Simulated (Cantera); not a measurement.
An isothermal, constant-pressure homogeneous reactor starts with H₂ : O₂ = 0.028 : 1 (molar parts), equivalence ratio 0.014, at 1473 K and 0.975 Torr. Integrator tolerance rtol = 1e-08.

Cantera simulation using GRI-Mech 3.0 (53 species, 325 reactions); the numbers are that mechanism's predictions, not measurements. Radical loss at walls, strong at low pressure, is not modelled.

Task: What does this change do: 0.018 parts H2O added?

Result: 
| quantity | before | after |
|---|---|---|
| x(H₂) at 20.0 s | 0.000125 (gas-phase equilibrium 1.02e-6) | 0.000150 (gas-phase equilibrium 1.66e-6) |
| x(O₂) at 20.0 s | 0.961 (gas-phase equilibrium 0.972) | 0.947 (gas-phase equilibrium 0.955) |
| x(H₂O) at 20.0 s | 0.0257 (gas-phase equilibrium 0.0275) | 0.0425 (gas-phase equilibrium 0.0444) |
| x(OH) at 20.0 s | 0.00275 (gas-phase equilibrium 0.000250) | 0.00299 (gas-phase equilibrium 0.000317) |
| x(H₂O₂) at 20.0 s | 1.59e-9 (gas-phase equilibrium 1.73e-10) | 2.01e-9 (gas-phase equilibrium 2.77e-10) |
| x(O) at 20.0 s | 0.00992 (gas-phase equilibrium 7.68e-5) | 0.00710 (gas-phase equilibrium 7.61e-5) |
| x(H) at 20.0 s | 0.000512 (gas-phase equilibrium 3.57e-7) | 0.000405 (gas-phase equilibrium 4.55e-7) |
